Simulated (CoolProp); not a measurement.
n-dodecane at several states: density (kg/m³) from the reference equation and from simpler models built on Tc = 658.1 K, pc = 1.818 MPa, ω = 0.574; each cubic takes its own stable root.

Computed with CoolProp (reference Helmholtz-energy equation of state, Lemmon 2004). It is a short technical equation, of lower accuracy than the large ones.

```
T (K)  p (MPa)   phase  reference
-----  -------  ------  ---------
339.6   0.0211  liquid      715.0
307.1    0.767  liquid      739.6
319.6   0.0781  liquid      729.9
346.9     1.54  liquid      711.1
322.3     5.08  liquid      732.0
```

Question: How far does each simpler model (van der Waals, Redlich-Kwong) lie from the reference over these 5 states: mean and median of the absolute difference, and the worst?

Answer: 
- van der Waals: mean 58.5 %, median 48.7 %, worst -99.8 % at 339.6 K and 0.0211 MPa
- Redlich-Kwong: mean 23.6 %, median 23.7 %, worst -23.9 % at 307.1 K and 0.767 MPa

At some of these states van der Waals gives the other phase, because its saturation line lies elsewhere.
